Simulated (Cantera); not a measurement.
Input (Python, Cantera):

```python
import numpy as np
import cantera as ct

gas = ct.Solution("gri30.yaml")


def delay(T, t_max=10):
    gas.TPX = T, 2800000, {'CO': 1, 'H2': 0.69, 'O2': 0.768, 'N2': 2.89}
    reactor = ct.IdealGasReactor(gas, clone=False)
    net = ct.ReactorNet([reactor])
    net.rtol, net.atol = 1e-8, 1e-16
    while net.time < t_max:
        t_old, T_old = net.time, reactor.T
        net.step()
        if reactor.T > T + 400:  # ignition: a rise of 400 K
            return t_old + (T + 400 - T_old) / (reactor.T - T_old) * (net.time - t_old)
    return np.nan


taus = []
for T in [1175, 1250, 1325, 1400, 1475, 1550]:
    taus.append(delay(T))
    print(f"T0 = {T:6g} K   tau = {taus[-1]:.4e} s")
```

Result:

```
T0 =   1175 K   tau = 8.2432e-05 s
T0 =   1250 K   tau = 2.2484e-05 s
T0 =   1325 K   tau = 6.3313e-06 s
T0 =   1400 K   tau = 2.1912e-06 s
T0 =   1475 K   tau = 1.1000e-06 s
T0 =   1550 K   tau = 7.0240e-07 s
```

Model: GRI-Mech 3.0 (53 species, 325 reactions), integrated in Cantera. The hydrogen kinetics of GRI-Mech 3.0 are dated; newer H2 mechanisms differ, most at raised pressure. The pressure lies above the range GRI-Mech 3.0 was tuned for (to about 10 atm).
